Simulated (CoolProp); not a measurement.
Vapour-liquid equilibrium of ethanol (1) + o-xylene (2) at 123.15 °C; x and y are mole fractions of (1).

The numbers come from the multi-fluid Helmholtz-energy mixture model, Schroeder 2014 and Zhou 2012; pair parameters Bell 2016 in CoolProp.

| x | bubble pressure (MPa) | y at the bubble point | dew pressure at overall composition x (MPa) | liquid density (mol/L) |
|---|---|---|---|---|
| 0.05 | 0.1319 | 0.584 | 0.05870 | 7.609 |
| 0.15 | 0.2328 | 0.774 | 0.06558 | 7.982 |
| 0.25 | 0.2902 | 0.826 | 0.07424 | 8.405 |
| 0.35 | 0.3244 | 0.851 | 0.08548 | 8.889 |
| 0.45 | 0.3474 | 0.867 | 0.1007 | 9.447 |
| 0.55 | 0.3663 | 0.881 | 0.1223 | 10.10 |
| 0.65 | 0.3852 | 0.897 | 0.1556 | 10.86 |
| 0.75 | 0.4060 | 0.916 | 0.2128 | 11.77 |
| 0.85 | 0.4297 | 0.943 | 0.3227 | 12.85 |
| 0.95 | 0.4559 | 0.978 | 0.4354 | 14.15 |

No azeotrope shows between x = 0.05 and 0.95.

The pair parameters rest on a limited set of measurements; away from them the model extrapolates. With so large a gap from Raoult's law the liquid may split in two, which this calculation doesn't test in full.
